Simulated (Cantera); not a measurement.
SiH4 + C2H2 + H2 + CH4 (silicon carbide growth)

A closed system holds: 1 mol SiH4, 0.43 mol C2H2, 7.4 mol H2, 0.041 mol CH4, equilibrated at 4.10 mbar.

Method: chemical equilibrium by Gibbs-energy minimisation in Cantera with the NASA 1993 tables (ideal gas, pure condensed phases). Candidate condensed phases: C, C6H6, C7H8, C8H18, Si, SiC; 87 gas species. Mutual solubility and eutectic melting of coexisting phases are not modelled. Gases not in the tables: Si2H6 and higher silanes. The numbers say what is thermodynamically allowed, not how fast it happens.

```json
[
 {"T (°C)": "725", "x H2": "1.00", "x H": "3.36e-8", "x Si": "<1e-12", "x SiH": "<1e-12", "x SiH2": "8.84e-11", "x Si2C": "<1e-12", "n Si(s)": "0.0990", "n SiC(s)": "0.901", "n Si(l)": "0"},
 {"T (°C)": "825", "x H2": "1.000", "x H": "3.86e-7", "x Si": "5.28e-12", "x SiH": "1.03e-11", "x SiH2": "1.25e-9", "x Si2C": "<1e-12", "n Si(s)": "0.0990", "n SiC(s)": "0.901", "n Si(l)": "0"},
 {"T (°C)": "925", "x H2": "1.000", "x H": "2.97e-6", "x Si": "3.14e-10", "x SiH": "3.06e-10", "x SiH2": "1.14e-8", "x Si2C": "<1e-12", "n Si(s)": "0.0990", "n SiC(s)": "0.901", "n Si(l)": "0"},
 {"T (°C)": "1025", "x H2": "1.000", "x H": "1.67e-5", "x Si": "9.91e-9", "x SiH": "5.32e-9", "x SiH2": "7.39e-8", "x Si2C": "2.37e-12", "n Si(s)": "0.0990", "n SiC(s)": "0.901", "n Si(l)": "0"},
 {"T (°C)": "1125", "x H2": "1.000", "x H": "7.39e-5", "x Si": "1.90e-7", "x SiH": "6.13e-8", "x SiH2": "3.66e-7", "x Si2C": "1.22e-10", "n Si(s)": "0.0990", "n SiC(s)": "0.901", "n Si(l)": "0"},
 {"T (°C)": "1225", "x H2": "1.000", "x H": "0.000268", "x Si": "2.45e-6", "x SiH": "5.07e-7", "x SiH2": "1.46e-6", "x Si2C": "3.67e-9", "n Si(s)": "0.0990", "n SiC(s)": "0.901", "n Si(l)": "0"},
 {"T (°C)": "1325", "x H2": "0.999", "x H": "0.000831", "x Si": "2.28e-5", "x SiH": "3.20e-6", "x SiH2": "4.89e-6", "x Si2C": "7.14e-8", "n Si(s)": "0.0987", "n SiC(s)": "0.901", "n Si(l)": "0"},
 {"T (°C)": "1425", "x H2": "0.998", "x H": "0.00226", "x Si": "0.000160", "x SiH": "1.60e-5", "x SiH2": "1.39e-5", "x Si2C": "9.55e-7", "n Si(s)": "0", "n SiC(s)": "0.901", "n Si(l)": "0.0971"},
 {"T (°C)": "1525", "x H2": "0.994", "x H": "0.00548", "x Si": "0.000752", "x SiH": "5.51e-5", "x SiH2": "2.93e-5", "x Si2C": "7.91e-6", "n Si(s)": "0", "n SiC(s)": "0.901", "n Si(l)": "0.0905"},
 {"T (°C)": "1625", "x H2": "0.985", "x H": "0.0121", "x Si": "0.00300", "x SiH": "0.000166", "x SiH2": "5.67e-5", "x Si2C": "5.20e-5", "n Si(s)": "0", "n SiC(s)": "0.900", "n Si(l)": "0.0656"}
]
```
x: gas mole fraction; n: condensed amount in mol.

From 725 °C to 1325 °C the condensed part is Si(s) + SiC(s). From 1425 °C to 1625 °C the condensed part is Si(l) + SiC(s).
